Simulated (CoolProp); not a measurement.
R1233zd(E) along the isotherm 289.3 K: fugacity coefficient from the reference equation and from simpler models built on Tc = 438.9 K, pc = 3.583 MPa, ω = 0.304; each cubic takes its own stable root.

The numbers come from the reference Helmholtz-energy equation of state, Akasaka 2022 in CoolProp.

```tsv
p (MPa)	phase	reference	Redlich-Kwong	Peng-Robinson
0.017	gas	0.9932	0.9949	0.9939
0.0249	gas	0.9900	0.9925	0.9911
0.0366	gas	0.9853	0.9890	0.9869
0.0537	gas	0.9785	0.9838	0.9808
0.0789	gas	0.9684	0.9763	0.9718
0.116	liquid	0.7804	0.9651	0.7818
0.17	liquid	0.5337	0.9489	0.5347
0.249	liquid	0.3656	0.7030	0.3662
0.366	liquid	0.2500	0.4810	0.2504
0.537	liquid	0.1716	0.3306	0.1719
0.789	liquid	0.1180	0.2278	0.1182
1.16	liquid	0.08156	0.1578	0.08165
1.7	liquid	0.05693	0.1105	0.05697
2.49	liquid	0.04018	0.07843	0.04019
3.66	liquid	0.02871	0.05647	0.02869
5.37	liquid	0.02102	0.04179	0.02098
```

At some of these states Redlich-Kwong gives the other phase, because its saturation line lies elsewhere.
